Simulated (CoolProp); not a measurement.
n-perfluorohexane along the isobar 551 kPa: density (kg/m³) from the reference equation and from simpler models built on Tc = 448.0 K, pc = 1742 kPa, ω = 0.497; each cubic takes its own stable root.

The numbers come from the reference Helmholtz-energy equation of state, Gao 2022 in CoolProp.

```tsv
T (K)	phase	reference
364	liquid	1465
373.6	liquid	1427
383.1	liquid	1386
392.7	gas	72.80
402.2	gas	69.04
411.8	gas	65.84
421.3	gas	63.09
430.9	gas	60.64
440.4	gas	58.48
450	gas	56.51
```

Q: How far does each simpler model (van der Waals, Redlich-Kwong, Soave-Redlich-Kwong, Peng-Robinson) lie from the reference over these 10 states: mean and median of the absolute difference, and the worst?

A: 
- van der Waals: mean 31.6 %, median 5.7 %, worst -95.0 % at 383.1 K and 551 kPa
- Redlich-Kwong: mean 22.6 %, median 2.7 %, worst -94.7 % at 383.1 K and 551 kPa
- Soave-Redlich-Kwong: mean 5.3 %, median 0.8 %, worst -16.9 % at 383.1 K and 551 kPa
- Peng-Robinson: mean 1.9 %, median 0.8 %, worst -5.7 % at 383.1 K and 551 kPa

At some of these states van der Waals, Redlich-Kwong gives the other phase, because its saturation line lies elsewhere.
